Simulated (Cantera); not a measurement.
A perfectly stirred reactor is fed with CH4 : O2 : N2 = 1 : 2.9 : 10.9 (molar parts), equivalence ratio 0.69, at 5.00 bar; it is adiabatic with a 325 K inlet, and is followed from long to short residence time, starting on the burning branch (τ in s: 0.03, 0.015, 0.007, 0.0034, 0.0016, 0.00078, 0.00037, 0.00018, 8.6e-05, 4.1e-05, 2e-05).

Computed with Cantera and GRI-Mech 3.0 (53 species, 325 reactions).

### Question
Predict: blow-out, bracketed by the residence times tried; x(CH4) at τ = 30.0 ms; x(O2) at τ = 30.0 ms; x(H) at τ = 30.0 ms; x(CH3) at τ = 30.0 ms; x(HCO) at τ = 30.0 ms; x(CH4) at τ = 0.780 ms; x(O2) at τ = 0.780 ms; x(H) at τ = 0.780 ms; x(CH3) at τ = 0.780 ms; x(HCO) at τ = 0.780 ms.

### Answer
```json
{
  "blow_out_bracketed_by_the_residence_times_tried": "burning at 0.180 ms, out at 86.0 µs",
  "x(CH4) at τ = 30.0 ms": "1.36e-5",
  "x(O2) at τ = 30.0 ms": "0.0608",
  "x(H) at τ = 30.0 ms": "5.02e-6",
  "x(CH3) at τ = 30.0 ms": "3.38e-6",
  "x(HCO) at τ = 30.0 ms": "1.25e-8",
  "x(CH4) at τ = 0.780 ms": "0.000173",
  "x(O2) at τ = 0.780 ms": "0.0625",
  "x(H) at τ = 0.780 ms": "0.000117",
  "x(CH3) at τ = 0.780 ms": "3.71e-5",
  "x(HCO) at τ = 0.780 ms": "5.24e-7"
}
```
